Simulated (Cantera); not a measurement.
Mixture: H2 : O2 : N2 = 1 : 0.25 : 0.94 (molar parts), equivalence ratio 2.0, at 8250 Torr, adiabatic and at constant volume. Ignition delay is the time to a rise of 400 K.

Model: GRI-Mech 3.0 (53 species, 325 reactions), integrated in Cantera. The hydrogen kinetics of GRI-Mech 3.0 are dated; newer H2 mechanisms differ, most at raised pressure.

```tsv
quantity	before	after
delay at 1175 K	0.124 ms	0.122 ms
delay at 1250 K	16.7 µs	15.2 µs
delay at 1325 K	4.28 µs	3.71 µs
delay at 1400 K	2.33 µs	2.01 µs
delay at 1475 K	1.56 µs	1.35 µs
delay at 1550 K	1.16 µs	0.995 µs
apparent activation energy between 1400 and 1550 K	84 kJ/mol	85 kJ/mol
```

Which change was made?
A. H2 1 to 0.45 parts
B. constant pressure in place of constant volume
C. O2 0.25 to 0.31 parts
D. pressure from 8250 Torr to 14300 Torr

C, O2 0.25 to 0.31 parts
